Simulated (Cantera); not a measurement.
Feed: 1 mol TiCl4, 0.35 mol C3H8, held at 1225 K and 1.33 mbar.

Cantera equilibrium calculation (NASA polynomials, part measured and part estimated; ideal gas, pure solids and liquids). Candidate condensed phases: C, C6H6, C7H8, C8H18, Ti, TiC, TiCl2, TiCl3, TiCl4; 96 gas species. The tables' values for TiCl2 are old estimates; treat these amounts as uncertain. TiC: taken at fixed stoichiometry. Rates play no part.

Base state: HCl 0.572, H2 0.200, TiCl4 0.133, TiCl3 0.0951, TiCl2 3.28e-5 (mole fractions); condensed: C(graphite) + TiC(s).

Question: What changes in the equilibrium state with this change: C3H8 from 0.35 to 0.77 mol?

Answer: 
```
species            before    after
----------------  -------  -------
HCl                 0.572    0.564
H2                  0.200    0.359
TiCl4               0.133   0.0389
TiCl3              0.0951   0.0379
TiCl2             3.28e-5  1.78e-5
C(graphite), mol    0.707     1.68
TiC(s), mol         0.343    0.631
```
